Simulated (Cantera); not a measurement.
Input: 1 mol Al2O3, 0.77 mol SiCl4, 1.1 mol O2, equilibrated at 15000 Pa.

Equilibrium computed with Cantera from the NASA thermochemical tables; the gas is ideal and each condensed phase is pure. Candidate condensed phases: Al, AlCl3, Al2O3, Al2SiO5, Al6Si2O13, Si, SiO2; 26 gas species. Condensed phases not in the tables: AlOCl, alloys, solid solutions and most ternary compounds. Kinetics and transport are ignored. All values below are at 725 °C.

Base state: Cl2 0.823, O2 0.176, Cl 0.000883 (mole fractions); condensed: Al2O3(s) + Al2SiO5(andalusite).

What changes in the equilibrium state with this change: SiCl4 from 0.77 to 2 mol?


| species | before | after |
|---|---|---|
| Cl2 | 0.823 | 0.666 |
| AlCl3 | 8.82e-8 | 0.247 |
| SiCl4 | <1e-9 | 0.0859 |
| O2 | 0.176 | <1e-9 |
| Al2Cl6 | <1e-9 | 0.000935 |
| Cl | 0.000883 | 0.000794 |
| Al2O3(s), mol | 0.230 | 0 |
| Al2SiO5(andalusite), mol | 0.770 | 0.589 |
| SiO2(β-quartz), mol | 0 | 1.13 |
